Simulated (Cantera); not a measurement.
Cantera run:

```python
import numpy as np
import cantera as ct

gas_names = """
    C CN CO CO2 C2 CCN CNC C2N2 C2O C3 C3O2 C4 C4N2 C5 N NCO NO NO2 NO3 N2 N2O O O2 O3 Si SiC SiC2 SiN
    SiO SiO2 Si2 Si2C Si2N Si3
""".split()
cond_names = """
    C(gr) Si(cr) Si(L) SiC(b) SiO2(Lqz) SiO2(hqz) SiO2(L) Si2N2O(s) Si3N4(a)
""".split()


def load(file, names, dense=False):
    # The tables refer to 1 bar. Condensed volumes are neglected.
    table = {s.name: s for s in ct.Species.list_from_file(file)}
    out = []
    for n in names:
        d = dict(table[n].input_data)
        d["thermo"] = dict(d["thermo"], **{"reference-pressure": 1e5})
        if dense:
            d["equation-of-state"] = {"model": "constant-volume", "density": "1e6 g/cm^3"}
        out.append(ct.Species.from_dict(d))
    return out


gas = ct.Solution(thermo="ideal-gas", species=load("nasa_gas.yaml", gas_names))
cond = {s.name: ct.Solution(thermo="fixed-stoichiometry", species=[s], name=s.name)
        for s in load("nasa_condensed.yaml", cond_names, dense=True)}
atoms = {
    'Si3N4': {'Si': 3, 'N': 4},
    'CO2': {'C': 1, 'O': 2},
    'N2': {'N': 2},
    'N2O': {'N': 2, 'O': 1},
}
top_T = {'C(gr)': 4500, 'SiC(b)': 3050, 'Si2N2O(s)': 2100, 'Si3N4(a)': 2400}  # K; cautious upper limits of use, not melting points


def equilibrate(T, P, feed):
    n = {}
    for name, mol in feed.items():
        for a, k in atoms[name].items():
            n[a] = n.get(a, 0.0) + k * mol
    gas.TPX = T, P, n
    mass = sum(n.values()) * gas.mean_molecular_weight
    gas.equilibrate("TP")
    valid = [c for c in cond.values() if c.min_temp <= T <= top_T.get(c.name, c.max_temp)]
    mix = ct.Mixture([(gas, mass / gas.mean_molecular_weight)] + [(c, 0.0) for c in valid])
    mix.T, mix.P = T, P
    mix.equilibrate("TP", solver="vcs", rtol=1e-11, max_steps=5000)
    return mix


results = []
feed = {'Si3N4': 1, 'CO2': 4.6, 'N2': 47, 'N2O': 0.12}  # mol
P = 900000  # Pa
for T in [1173, 1223, 1273, 1323, 1373, 1423, 1473, 1523, 1573, 1623, 1673]:
    mix = equilibrate(T, P, feed)
    results.append((T, P, feed, dict(zip(mix.species_names, mix.species_moles))))

top = {s: max(r[3][s] / sum(r[3][g] for g in gas_names) for r in results) for s in gas_names}
cols = sorted((s for s in top if top[s] > 0.0001), key=lambda s: -top[s])[:7]
seen = [c for c in cond_names if any(r[3].get(c, 0) > 1e-12 for r in results)]
print("log10 of partial pressures in bar; condensed amounts in mol")
print(f"{'T/K':>10s}" + "".join(f"{s[:9]:>10s}" for s in cols + seen))
for T, P, feed, n in results:
    ng = sum(n[g] for g in gas_names)
    print(f"{T:10.4g}" + "".join(f"{np.log10(max(n[s] / ng * P / 1e5, 1e-99)):10.3f}" for s in cols)
          + "".join(f"{n.get(c, 0):10.4g}" for c in seen))
```

Result:

```
log10 of partial pressures in bar; condensed amounts in mol
       T/K        N2        CO       CO2     C(gr) SiO2(hqz) Si2N2O(s)
      1173     0.926    -0.257    -2.069      1.33         3         0
      1223     0.926    -0.251    -2.363     1.305         3         0
      1273     0.926    -0.248    -2.639     1.293         3         0
      1323     0.926    -0.246    -2.896     1.287         3         0
      1373     0.926    -0.245    -3.134     1.284         3         0
      1423     0.926    -0.245    -3.356     1.283         3         0
      1473     0.919    -0.153    -3.379     0.462     2.453    0.2735
      1523     0.915    -0.110    -3.326         0     2.145    0.4276
      1573     0.915    -0.110    -3.316         0     2.145    0.4276
      1623     0.915    -0.110    -3.306         0     2.145    0.4276
      1673     0.915    -0.110    -3.296         0     2.145    0.4275
```

Equilibrium computed with Cantera from the NASA thermochemical tables; the gas is ideal and each condensed phase is pure. Mutual solubility and eutectic melting of coexisting phases are not modelled. The tables hold silica as quartz up to 1696 K and as liquid above; real silica turns to tridymite and cristobalite and melts near 1996 K.
